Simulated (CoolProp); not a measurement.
Properties of propane along the isobar 0.101 MPa (Tc = 369.9 K, pc = 4.251 MPa, ω = 0.152).

The numbers come from the reference Helmholtz-energy equation of state, Lemmon 2009 in CoolProp.

```csv
T (K),phase,density (kg/m³),cp (kJ/(kg K)),isothermal compressibility (1/MPa),expansivity (1/kK),conductivity (mW/(m K))
118.4,liquid,699.5,1.955,0.0005722,1.447,196
144.6,liquid,673.0,1.996,0.0007364,1.504,182
170.9,liquid,646.1,2.049,0.0009654,1.598,166
197.2,liquid,618.5,2.118,0.001296,1.733,150
223.4,liquid,589.6,2.212,0.001791,1.925,134
249.7,gas,2.209,1.499,10.20,4.396,13.3
276,gas,1.982,1.595,10.11,3.871,15.9
302.2,gas,1.800,1.702,10.06,3.475,18.8
328.5,gas,1.650,1.815,10.02,3.160,21.8
354.8,gas,1.524,1.931,9.994,2.903,25.0
381,gas,1.416,2.047,9.975,2.687,28.4
407.3,gas,1.323,2.162,9.960,2.503,32.0
```

Thermal conductivity comes from a separate model (Marsh 2002).
